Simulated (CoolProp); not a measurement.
Saturation properties of octamethylcyclotetrasiloxane (D4).

The numbers come from the reference Helmholtz-energy equation of state, Thol 2015 in CoolProp.

```csv
T (K),p (MPa),vapour density (kg/m³),enthalpy of vaporisation (kJ/kg),liquid cp (kJ/(kg K)),surface tension (mN/m)
328.2,0.0009694,0.1056,174.5,1.723,15.8
335.5,0.001462,0.1559,171.9,1.737,15.2
342.8,0.002155,0.2251,169.3,1.752,14.7
350.1,0.003108,0.3185,166.7,1.767,14.2
357.5,0.004417,0.4439,164.1,1.782,13.6
364.8,0.006132,0.6053,161.6,1.798,13.1
372.1,0.008370,0.8120,159.0,1.814,12.6
379.4,0.01124,1.073,156.5,1.830,12.1
386.7,0.01488,1.399,153.9,1.846,11.6
394,0.01944,1.800,151.3,1.863,11.1
401.3,0.02506,2.290,148.7,1.880,10.6
```

It boils at 448.9 K under 1 atm.

Surface tension comes from a separate correlation (Mulero 2014), older than this fluid's equation and unchecked against measurements.
